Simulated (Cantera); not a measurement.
# Thermodynamics of carbothermic reduction, feed MgO + CH4 + CO

Feed: 1 mol MgO, 1.8 mol CH4, 0.039 mol CO, at 0.110 bar.

Method: chemical equilibrium by Gibbs-energy minimisation in Cantera with the NASA 1993 tables (ideal gas, pure condensed phases). Candidate condensed phases: C, C6H6, C7H8, C8H18, H2O, Mg, MgCO3, MgO, Mg(OH)2; 116 gas species. The tables' values for MgH are old estimates; treat these amounts as uncertain. Equilibrium is a limit: real reactors are often held back by kinetics, nucleation or transport.

From 973 K to 1723 K the condensed part is C(graphite) + MgO(s).

```json
[
 {"T (K)": "973", "x H2": "0.976", "x CO": "0.0102", "x Mg": "<1e-12", "x CH4": "0.0135", "x H2O": "0.000679", "x MgH": "<1e-12", "x H": "3.22e-9", "x C2H2 (acetylene)": "5.25e-10", "n C(graphite)": "1.75", "n MgO(s)": "1.00"},
 {"T (K)": "1048", "x H2": "0.983", "x CO": "0.0106", "x Mg": "1.91e-12", "x CH4": "0.00621", "x H2O": "0.000214", "x MgH": "<1e-12", "x H": "2.31e-8", "x C2H2 (acetylene)": "3.87e-9", "n C(graphite)": "1.78", "n MgO(s)": "1.00"},
 {"T (K)": "1123", "x H2": "0.986", "x CO": "0.0107", "x Mg": "2.33e-10", "x CH4": "0.00314", "x H2O": "7.64e-5", "x MgH": "<1e-12", "x H": "1.28e-7", "x C2H2 (acetylene)": "2.17e-8", "n C(graphite)": "1.79", "n MgO(s)": "1.00"},
 {"T (K)": "1198", "x H2": "0.988", "x CO": "0.0107", "x Mg": "1.55e-8", "x CH4": "0.00172", "x H2O": "3.09e-5", "x MgH": "3.50e-11", "x H": "5.70e-7", "x C2H2 (acetylene)": "9.77e-8", "n C(graphite)": "1.79", "n MgO(s)": "1.00"},
 {"T (K)": "1273", "x H2": "0.988", "x CO": "0.0107", "x Mg": "6.22e-7", "x CH4": "0.00101", "x H2O": "1.39e-5", "x MgH": "1.59e-9", "x H": "2.14e-6", "x C2H2 (acetylene)": "3.67e-7", "n C(graphite)": "1.80", "n MgO(s)": "1.000"},
 {"T (K)": "1348", "x H2": "0.989", "x CO": "0.0107", "x Mg": "1.64e-5", "x CH4": "0.000627", "x H2O": "6.81e-6", "x MgH": "4.67e-8", "x H": "6.94e-6", "x C2H2 (acetylene)": "1.19e-6", "n C(graphite)": "1.80", "n MgO(s)": "1.000"},
 {"T (K)": "1423", "x H2": "0.988", "x CO": "0.0110", "x Mg": "0.000298", "x CH4": "0.000409", "x H2O": "3.69e-6", "x MgH": "9.30e-7", "x H": "1.99e-5", "x C2H2 (acetylene)": "3.39e-6", "n C(graphite)": "1.80", "n MgO(s)": "0.999"},
 {"T (K)": "1498", "x H2": "0.982", "x CO": "0.0139", "x Mg": "0.00325", "x CH4": "0.000276", "x H2O": "2.62e-6", "x MgH": "1.10e-5", "x H": "5.14e-5", "x C2H2 (acetylene)": "8.66e-6", "n C(graphite)": "1.79", "n MgO(s)": "0.988"},
 {"T (K)": "1573", "x H2": "0.954", "x CO": "0.0278", "x Mg": "0.0174", "x CH4": "0.000184", "x H2O": "3.03e-6", "x MgH": "6.27e-5", "x H": "0.000120", "x C2H2 (acetylene)": "1.97e-5", "n C(graphite)": "1.73", "n MgO(s)": "0.934"},
 {"T (K)": "1648", "x H2": "0.871", "x CO": "0.0692", "x Mg": "0.0596", "x CH4": "0.000112", "x H2O": "4.32e-6", "x MgH": "0.000220", "x H": "0.000251", "x C2H2 (acetylene)": "3.89e-5", "n C(graphite)": "1.55", "n MgO(s)": "0.753"},
 {"T (K)": "1723", "x H2": "0.658", "x CO": "0.175", "x Mg": "0.167", "x CH4": "4.79e-5", "x H2O": "5.37e-6", "x MgH": "0.000572", "x H": "0.000446", "x C2H2 (acetylene)": "5.95e-5", "n C(graphite)": "0.884", "n MgO(s)": "0.0846"}
]
```
x: gas mole fraction; n: condensed amount in mol.
